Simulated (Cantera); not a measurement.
Feed: 1 mol B₂O₃, 12 mol NH₃, 4.3 mol H₂, equilibrated at 1727 °C and 1.90 mbar.

These are equilibrium values from Cantera (NASA tables, ideal gas, pure condensed phases), not measurements of a reactor. Candidate condensed phases: B, BN, B₂O₃, B₃O₃H₃, H₂O; 39 gas species. The numbers say what is thermodynamically allowed, not how fast it happens.

Problem. What is the equilibrium state?

Solution. 
| Property | Value |
|---|---|
| x(H₂) | 0.706 |
| x(N₂) | 0.200 |
| x(H) | 0.0314 |
| x(HBO₂) | 0.0198 |
| x(HBO) | 0.0166 |
| x(BO) | 0.0107 |
| x(B₂O₃) | 0.00875 |
| x(H₂O) | 0.00470 |
| x(B₂O₂) | 0.00106 |
| gas amount | 29.93 mol |
| log10 activity of B(s) (absent) | -3.68 |
| log10 activity of B₃O₃H₃(s) (absent) | -17.51 |
